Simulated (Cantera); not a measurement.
A freely propagating, adiabatic, planar premixed flame of H₂ : O₂ : N₂ = 1 : 0.98 : 3.69 (molar parts), equivalence ratio 0.51, unburnt at 325 K and 4280 Torr; mixture-averaged transport, grid criteria slope 0.08 and curve 0.16, no radiation.

Model: the H2/O2 subset of GRI-Mech 3.0, which has no nitrogen chemistry, integrated in Cantera. The hydrogen kinetics of GRI-Mech 3.0 are dated; newer H2 mechanisms differ, most at raised pressure. Burning velocities carry a grid error of a few per cent, more on coarse grids. Lean hydrogen flames are cellular in practice and burn faster than this planar one.

How do the results move with these cheaper or finer settings: unity-Lewis-number transport; multicomponent transport; multicomponent+Soret transport; grid criteria slope 0.5, curve 1; grid criteria slope 0.25, curve 0.5; grid criteria slope 0.03, curve 0.06?


```csv
setting,laminar burning velocity,thermal thickness,peak x(H),peak x(OH),grid points
as above,16.1 cm/s,0.156 mm,0.000310,0.00160,116
unity-Lewis-number transport,48.3 cm/s,0.0642 mm,0.00207,0.00334,109
multicomponent transport,16.7 cm/s,0.153 mm,0.000322,0.00162,118
multicomponent+Soret transport,16.4 cm/s,0.154 mm,0.000317,0.00161,118
"grid criteria slope 0.5, curve 1",16.9 cm/s,0.203 mm,0.000227,0.00124,33
"grid criteria slope 0.25, curve 0.5",10.00 cm/s,0.248 mm,0.000127,0.000884,46
"grid criteria slope 0.03, curve 0.06",17.2 cm/s,0.144 mm,0.000358,0.00176,272
```
Unity Lewis numbers drop preferential diffusion, which matters most where H2 and H carry the flame; Soret adds thermal diffusion.
